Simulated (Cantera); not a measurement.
A closed system holds: 1 mol Cu, 4.4 mol F₂, 0.17 mol H₂, equilibrated at 977 °C and 10000 Pa.

Equilibrium computed with Cantera from the NASA thermochemical tables; the gas is ideal and each condensed phase is pure. Candidate condensed phases: Cu, CuF₂; 15 gas species. Equilibrium is a limit: real reactors are often held back by kinetics, nucleation or transport.

Question: What is the equilibrium state?

Answer: 
| Item | Result |
|---|---|
| x(F) | 0.797 |
| x(F₂) | 0.124 |
| x(HF) | 0.0550 |
| x(CuF₂) | 0.0241 |
| n(CuF₂(l)) | 0.851 mol |
| gas amount | 6.185 mol |
| log10 activity of Cu(s) (absent) | -13.23 |
